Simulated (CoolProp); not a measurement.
Vapour-liquid equilibrium of propane (1) + R113 (2) at 24.15 °C; x and y are mole fractions of (1).

Model: multi-fluid Helmholtz-energy mixture model, Lemmon 2009 and Marx 1992; pair parameters Bell 2016, in CoolProp.

```csv
x,"bubble pressure, mixture model (MPa)","bubble pressure, Raoult's law (MPa)","y, mixture model","y, Raoult's law"
0.05,…,0.08777,…,0.531
0.2,0.2403,0.2210,…,0.843
0.35,0.3763,0.3543,0.911,0.920
0.5,…,0.4875,…,0.956
0.65,…,0.6207,…,0.976
0.8,0.7448,0.7540,0.980,0.989
0.95,0.8808,0.8872,0.995,0.998
```

Question: Complete the blanks.

Answer: 
- 0.05, bubble pressure, mixture model (MPa): 0.09373
- 0.05, y, mixture model: 0.550
- 0.2, y, mixture model: 0.841
- 0.5, bubble pressure, mixture model (MPa): 0.5020
- 0.5, y, mixture model: 0.943
- 0.65, bubble pressure, mixture model (MPa): 0.6221
- 0.65, y, mixture model: 0.963

The largest gap from Raoult's law is +8.7 % in bubble pressure, at x = 0.2. No azeotrope shows between x = 0.05 and 0.95.

Pair parameters are fitted to limited data, so mixtures are less certain than the pure fluids. The gap from Raoult's law changes sign with composition, which may be real or a fault of the pair parameters; it wasn't checked against measurements.
